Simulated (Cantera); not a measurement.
A perfectly stirred reactor is fed with 17.9 % H₂, 37.3 % O₂, 44.8 % N₂, equivalence ratio 0.24, at 0.00444 atm; it is held at 1125 K, and followed from long to short residence time.

Model: the H2/O2 subset of GRI-Mech 3.0, which has no nitrogen chemistry, integrated in Cantera. Radical loss at walls, strong at low pressure, is not modelled. The temperature is held fixed by assumption; the heat of reaction is taken as removed at once.

**Question.** Predict: x(H₂) at τ = 1.30 s; x(O₂) at τ = 1.30 s; x(HO₂) at τ = 1.30 s; x(O) at τ = 1.30 s; x(OH) at τ = 1.30 s; x(H₂) at τ = 51.0 ms; x(O₂) at τ = 51.0 ms; x(HO₂) at τ = 51.0 ms; x(O) at τ = 51.0 ms; x(OH) at τ = 51.0 ms.

**Answer.** 
```
Property                Result
---------------------  -------
x(H₂) at τ = 1.30 s    0.00291
x(O₂) at τ = 1.30 s      0.307
x(HO₂) at τ = 1.30 s   1.59e-6
x(O) at τ = 1.30 s     0.00771
x(OH) at τ = 1.30 s    0.00269
x(H₂) at τ = 51.0 ms    0.0125
x(O₂) at τ = 51.0 ms     0.294
x(HO₂) at τ = 51.0 ms  1.49e-6
x(O) at τ = 51.0 ms     0.0320
x(OH) at τ = 51.0 ms   0.00525
```
